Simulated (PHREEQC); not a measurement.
Make-up at 6.1 °C: 11 mmol/kgw KF, 0.012 mmol/kgw H2S and 30 mmol/kgw H2SO4. It is in equilibrium with CO2 at log p = -2 (atm). Otherwise closed; pH follows from the charge balance.

The numbers come from PHREEQC with the ion-association model, phreeqc.dat.

| quantity | before | after |
|---|---|---|
| pH | 1.54 | 5.38 |
| ionic strength (mol/kgw) | 0.0592 | 0.0110 |
| K+ (mol/kgw) | 0.0107 | 0.0110 |
| HCO3- (mol/kgw) | 8.08e-9 | 5.08e-5 |
| (CO2)2 (mol/kgw) | 3.44e-9 | 3.48e-9 |
| HS- (mol/kgw) | 3.03e-11 | 1.82e-7 |

Problem. Which change was made?
A. H2SO4 left out
B. KF from 0.011 to 0.0055 mol/kgw
C. H2SO4 replaced by K2SO4 at the same molality
D. H2SO4 from 0.03 to 0.003 mol/kgw
E. KF replaced by KOH at the same molality

Solution. A, H2SO4 left out

This is a speciation only: nothing precipitates in the calculation. At this temperature some constants are extrapolated from 25 °C, and those without enthalpy data are left unchanged.
